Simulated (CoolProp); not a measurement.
50 sccm (0 °C, 1 atm) of nitrogen bubbles through liquid n-heptane at 278.1 K and leaves saturated at a total pressure of 0.0464 MPa (ideal gas phase). Each further row changes one setting.

Model: reference Helmholtz-energy equation of state, Span 2003, in CoolProp. It is a short technical equation, of lower accuracy than the large ones.

| case | vapour pressure (kPa) | mole fraction of vapour | delivery (mg/min) | delivery (sccm) | change of delivery for a bath 1 K warmer (%) |
|---|---|---|---|---|---|
| as stated | 2.05 | (withheld) | (withheld) | (withheld) | 6.4 |
| bath temperature 283.1 K | 2.74 | 0.0590 | (withheld) | (withheld) | 6.2 |
| total pressure 0.0928 MPa | 2.05 | 0.0221 | (withheld) | (withheld) | 6.2 |

Q: What belongs in the gaps?

A: 
- as stated, mole fraction of vapour: 0.0442
- as stated, delivery (mg/min): 10.3
- as stated, delivery (sccm): 2.31
- bath temperature 283.1 K, delivery (mg/min): 14.0
- bath temperature 283.1 K, delivery (sccm): 3.14
- total pressure 0.0928 MPa, delivery (mg/min): 5.05
- total pressure 0.0928 MPa, delivery (sccm): 1.13
